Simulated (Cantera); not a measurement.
What does this Cantera script print?

```python
import numpy as np
import cantera as ct

gas_names = """
    C CH CH2 CH3 CH2OH CH3O CH4 CH3OH CO CO2 COOH C2 C2H CHCO,ketyl C2H2,acetylene C2H2,vinylidene
    CH2CO,ketene C2H3,vinyl CH3CO,acetyl C2H4 C2H4O,ethylen CH3CHO,ethanal CH3COOH (HCOOH)2 C2H5 C2H6
    CH3OCH3 C2H5OH C2O C3 C3H3,propargyl C3H4,allene C3H4,propyne C3H4,cyclo- C3H5,allyl C3H6,propylene
    C3H6,cyclo- C3H6O C3H7,n-propyl C3H7,i-propyl C3H8 C3H8O,1propanol C3H8O,2propanol C3O2 C4 C4H2
    C4H4,1,3-cyclo- C4H6,butadiene C4H6,2-butyne C4H6,cyclo- C4H8,1-butene C4H8,cis2-buten
    C4H8,tr2-butene C4H8,isobutene C4H8,cyclo- (CH3COOH)2 C4H9,n-butyl C4H9,i-butyl C4H9,s-butyl
    C4H9,t-butyl C4H10,isobutane C4H10,n-butane C5 C5H6,1,3cyclo- C5H8,cyclo- C5H10,1-pentene
    C5H10,cyclo- C5H11,pentyl C5H11,t-pentyl C5H12,n-pentane C5H12,i-pentane CH3C(CH3)2CH3 C6H2
    C6H5,phenyl C6H5O,phenoxy C6H6 C6H5OH,phenol C6H10,cyclo- C6H12,1-hexene C6H12,cyclo- C6H13,n-hexyl
    C7H7,benzyl C7H8 C7H8O,cresol C7H14,1-heptene C7H15,n-heptyl C7H16,n-heptane C8H8,styrene
    C8H10,ethylbenz C8H16,1-octene C8H17,n-octyl C8H18,isooctane C8H18,n-octane C9H19,n-nonyl
    C10H8,naphthale C10H21,n-decyl C12H9,o-bipheny C12H10,bipheny Cu CuO Cu2 H HCO HO2 H2
    HCHO,formaldehy HCOOH H2O H2O2 O OH O2 O3
""".split()
cond_names = """
    C(gr) C6H6(L) C7H8(L) C8H18(L),n-octa Cu(cr) Cu(L) CuO(s) CuO2H2(s) Cu2O(s) Cu2O(L) H2O(s) H2O(L)
""".split()


def load(file, names, dense=False):
    # The tables refer to 1 bar. Condensed volumes are neglected.
    table = {s.name: s for s in ct.Species.list_from_file(file)}
    out = []
    for n in names:
        d = dict(table[n].input_data)
        d["thermo"] = dict(d["thermo"], **{"reference-pressure": 1e5})
        if dense:
            d["equation-of-state"] = {"model": "constant-volume", "density": "1e6 g/cm^3"}
        out.append(ct.Species.from_dict(d))
    return out


gas = ct.Solution(thermo="ideal-gas", species=load("nasa_gas.yaml", gas_names))
cond = {s.name: ct.Solution(thermo="fixed-stoichiometry", species=[s], name=s.name)
        for s in load("nasa_condensed.yaml", cond_names, dense=True)}
atoms = {
    'CuO': {'Cu': 1, 'O': 1},
    'CO': {'C': 1, 'O': 1},
    'H2': {'H': 2},
}
top_T = {'C(gr)': 4500, 'CuO(s)': 1390}  # K; cautious upper limits of use, not melting points


def equilibrate(T, P, feed):
    n = {}
    for name, mol in feed.items():
        for a, k in atoms[name].items():
            n[a] = n.get(a, 0.0) + k * mol
    gas.TPX = T, P, n
    mass = sum(n.values()) * gas.mean_molecular_weight
    gas.equilibrate("TP")
    valid = [c for c in cond.values() if c.min_temp <= T <= top_T.get(c.name, c.max_temp)]
    mix = ct.Mixture([(gas, mass / gas.mean_molecular_weight)] + [(c, 0.0) for c in valid])
    mix.T, mix.P = T, P
    mix.equilibrate("TP", solver="vcs", rtol=1e-11, max_steps=5000)
    return mix


results = []
feed = {'CuO': 1, 'CO': 1.5, 'H2': 0.56}  # mol
P = 133.322  # Pa
for T in [1325, 1375, 1425, 1475, 1525, 1575, 1625]:
    mix = equilibrate(T, P, feed)
    results.append((T, P, feed, dict(zip(mix.species_names, mix.species_moles))))

top = {s: max(r[3][s] / sum(r[3][g] for g in gas_names) for r in results) for s in gas_names}
cols = sorted((s for s in top if top[s] > 1e-05), key=lambda s: -top[s])[:6]
seen = [c for c in cond_names if any(r[3].get(c, 0) > 1e-12 for r in results)]
print("log10 of partial pressures in bar; condensed amounts in mol")
print(f"{'T/K':>10s}" + "".join(f"{s[:9]:>10s}" for s in cols + seen))
for T, P, feed, n in results:
    ng = sum(n[g] for g in gas_names)
    print(f"{T:10.4g}" + "".join(f"{np.log10(max(n[s] / ng * P / 1e5, 1e-99)):10.3f}" for s in cols)
          + "".join(f"{n.get(c, 0):10.4g}" for c in seen))
```

It prints:

```
log10 of partial pressures in bar; condensed amounts in mol
       T/K        CO       CO2       H2O        H2        Cu         H    Cu(cr)     Cu(L)
      1325    -3.268    -3.366    -3.664    -3.836    -6.552    -7.705    0.9996         0
      1375    -3.262    -3.373    -3.652    -3.857    -6.085    -7.393         0    0.9987
      1425    -3.258    -3.380    -3.641    -3.876    -5.663    -7.104         0    0.9966
      1475    -3.255    -3.386    -3.632    -3.895    -5.271    -6.835         0    0.9917
      1525    -3.254    -3.394    -3.625    -3.915    -4.905    -6.583         0    0.9806
      1575    -3.255    -3.403    -3.622    -3.936    -4.563    -6.349         0    0.9568
      1625    -3.262    -3.418    -3.625    -3.962    -4.243    -6.132         0    0.9076
```

These are equilibrium values from Cantera (NASA tables, ideal gas, pure condensed phases), not measurements of a reactor.
